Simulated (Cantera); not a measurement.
A perfectly stirred reactor is fed with 65.6 % CH4, 30.8 % H2O, 3.61 % H2, at 1000000 Pa; it is held at 1773 K, and followed from long to short residence time.

Detailed kinetics in Cantera: GRI-Mech 3.0 (53 species, 325 reactions). GRI-Mech 3.0 stops at C3 and has no aromatics, soot or wall deposition, so with more carbon than oxygen in the feed, carbon stays in small species such as C2H2 where larger ones or solid carbon would form.

**Question.** Predict: x(CH4) at τ = 13.0 s; x(H2O) at τ = 13.0 s; x(H2) at τ = 13.0 s; x(OH) at τ = 13.0 s; x(CH2CO) at τ = 13.0 s; x(CH4) at τ = 0.150 s; x(H2O) at τ = 0.150 s; x(H2) at τ = 0.150 s; x(OH) at τ = 0.150 s; x(CH2CO) at τ = 0.150 s.

**Answer.** 
| Item | Result |
|---|---|
| x(CH4) at τ = 13.0 s | 0.0866 |
| x(H2O) at τ = 13.0 s | 0.00278 |
| x(H2) at τ = 13.0 s | 0.686 |
| x(OH) at τ = 13.0 s | 1.88e-8 |
| x(CH2CO) at τ = 13.0 s | 2.77e-6 |
| x(CH4) at τ = 0.150 s | 0.106 |
| x(H2O) at τ = 0.150 s | 0.0825 |
| x(H2) at τ = 0.150 s | 0.611 |
| x(OH) at τ = 0.150 s | 5.85e-7 |
| x(CH2CO) at τ = 0.150 s | 1.34e-5 |
